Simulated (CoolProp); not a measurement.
Vapour pressure (MPa) of nitrous oxide: the reference equation beside estimates from Tc = 309.5 K, pc = 7.245 MPa, ω = 0.161. Clausius-Clapeyron is anchored at 249.7 K with a constant enthalpy of vaporisation of 12.46 kJ/mol.

Model: reference Helmholtz-energy equation of state, Lemmon 2006, in CoolProp. It is a short technical equation, of lower accuracy than the large ones.

```
T (K)  reference  Lee-Kesler  Clausius-Clapeyron  van der Waals  Redlich-Kwong  Peng-Robinson
-----  ---------  ----------  ------------------  -------------  -------------  -------------
215.9     0.4831      0.4840              0.6329          1.426         0.6148         0.4829
224.4     0.6796      0.6814              0.8232          1.733         0.8459         0.6778
232.8     0.9272      0.9296               1.047          2.075          1.129         0.9238
241.2      1.236       1.239               1.311          2.457          1.474          1.231
249.7      1.619       1.622               1.619          2.887          1.891          1.614
258.1      2.077       2.078               1.968          3.355          2.376          2.073
266.5      2.622       2.621               2.363          3.869          2.939          2.621
275        3.273       3.271               2.812          4.435          3.595          3.278
283.4      4.025       4.023               3.305          5.043          4.332          4.039
291.9      4.911       4.911               3.855          5.706          5.174          4.934
300.3      5.926       5.932               4.450          6.412          6.104          5.954
```

Absolute difference from the reference over all 11 rows, mean and median: Lee-Kesler 0.1 and 0.1 %, Clausius-Clapeyron 15.0 and 14.1 %, van der Waals 76.9 and 61.5 %, Redlich-Kwong 14.7 and 14.4 %, Peng-Robinson 0.3 and 0.3 %.
